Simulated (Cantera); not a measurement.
A freely propagating, adiabatic, planar premixed flame of H2 : O2 : N2 = 1.3 : 0.192 : 0.846 (molar parts), equivalence ratio 3.4, unburnt at 448 K and 140000 Pa; mixture-averaged transport, grid criteria slope 0.08 and curve 0.16, no radiation.

Detailed kinetics in Cantera: the H2/O2 subset of GRI-Mech 3.0, which has no nitrogen chemistry. Burning velocities carry a grid error of a few per cent, more on coarse grids.

x: mole fraction of selected species; z is measured from the peak of heat release.

| z (mm) | T (K) | u (m/s) | x H2 | x O2 | x O | x OH | x HO2 | x H2O |
|---|---|---|---|---|---|---|---|---|
| -0.925 | 448 | 3.53 | 0.556 | 0.0821 | <1e-8 | <1e-8 | <1e-8 | <1e-8 |
| -0.617 | 448 | 3.53 | 0.556 | 0.0821 | <1e-8 | <1e-8 | <1e-8 | <1e-8 |
| -0.463 | 448 | 3.53 | 0.556 | 0.0821 | <1e-8 | <1e-8 | 1.67e-8 | 1.15e-7 |
| -0.308 | 449 | 3.53 | 0.556 | 0.0822 | 2.08e-8 | <1e-8 | 1.27e-6 | 6.39e-6 |
| -0.154 | 515 | 3.99 | 0.547 | 0.0823 | 8.95e-6 | [?] | 0.000302 | 0.00264 |
| -0.0771 | 762 | 5.76 | 0.519 | 0.0746 | 0.000101 | [?] | 0.000198 | 0.0252 |
| 0 | 1072 | 7.94 | 0.473 | 0.0531 | 0.000475 | [?] | 8.46e-5 | 0.0730 |
| 0.0771 | 1288 | 9.51 | 0.428 | 0.0244 | 0.000635 | [?] | 3.39e-5 | 0.129 |
| 0.154 | 1398 | 10.3 | 0.407 | 0.00794 | 0.000314 | [?] | 1.05e-5 | 0.160 |
| 0.308 | 1486 | 10.9 | 0.401 | 0.000739 | 5.92e-5 | [?] | 9.14e-7 | 0.174 |
| 0.617 | 1558 | 11.4 | 0.407 | 2.53e-5 | 2.38e-5 | [?] | 3.11e-8 | 0.176 |
| 1.23 | 1620 | 11.8 | 0.413 | 2.55e-6 | 1.24e-5 | [?] | <1e-8 | 0.177 |
| 2.47 | 1668 | 12.1 | 0.418 | 1.06e-6 | 5.34e-6 | [?] | <1e-8 | 0.178 |

What belongs in the gaps?


- -0.154, x OH: 4.72e-5
- -0.0771, x OH: 0.000278
- 0, x OH: 0.000403
- 0.0771, x OH: 0.000587
- 0.154, x OH: 0.000527
- 0.308, x OH: 0.000446
- 0.617, x OH: 0.000408
- 1.23, x OH: 0.000332
- 2.47, x OH: 0.000235
